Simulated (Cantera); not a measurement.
An adiabatic, constant-volume homogeneous reactor starts with 7.05 % CH₄, 19.6 % O₂, 73.3 % N₂, at 1350 K and 270000 Pa.

Model: GRI-Mech 3.0 (53 species, 325 reactions), integrated in Cantera.

x: mole fraction; the columns are a selection and need not sum to one.

```
t (s)     T (K)  P (bar)   x CH₄    x O₂    x NO    x C₂H₆    x CH₃     x CO₂      x H₂O₂
--------  -----  -------  ------  ------  ------  --------  -------  --------  ----------
2.00e-6    1350     2.70  0.0705   0.196  <1e-12    <1e-12  4.93e-8    <1e-12    1.80e-10
5.70e-6    1350     2.70  0.0705   0.196  <1e-12  4.61e-12  1.45e-7    <1e-12  (withheld)
1.62e-5    1350     2.70  0.0705   0.196  <1e-12  1.19e-10  4.45e-7    <1e-12  (withheld)
4.62e-5    1350     2.70  0.0705   0.196  <1e-12   3.77e-9  1.56e-6  1.53e-11  (withheld)
0.000132   1350     2.70  0.0705   0.196  <1e-12   1.94e-7  7.16e-6  7.60e-10  (withheld)
0.000375   1350     2.70  0.0704   0.196  <1e-12   1.18e-5  2.98e-5   4.49e-8  (withheld)
0.00107    1355     2.71  0.0697   0.196  <1e-12  0.000164  5.74e-5   9.14e-7  (withheld)
0.00304    2790     5.68  <1e-12  0.0509  0.0137    <1e-12   <1e-12    0.0544     8.24e-7
0.00866    2785     5.67  <1e-12  0.0495  0.0167    <1e-12   <1e-12    0.0545     8.07e-7
0.0247     2785     5.67  <1e-12  0.0495  0.0167    <1e-12   <1e-12    0.0545     8.07e-7
0.0702     2785     5.67  <1e-12  0.0495  0.0167    <1e-12   <1e-12    0.0545     8.07e-7
0.200      2785     5.67  <1e-12  0.0495  0.0167    <1e-12   <1e-12    0.0545     8.07e-7
```

Question: Some entries are withheld; supply them.

Answer: 
- 5.70e-6, x H₂O₂: 1.32e-9
- 1.62e-5, x H₂O₂: 8.17e-9
- 4.62e-5, x H₂O₂: 3.63e-8
- 0.000132, x H₂O₂: 1.01e-7
- 0.000375, x H₂O₂: 1.59e-7
- 0.00107, x H₂O₂: 6.25e-7
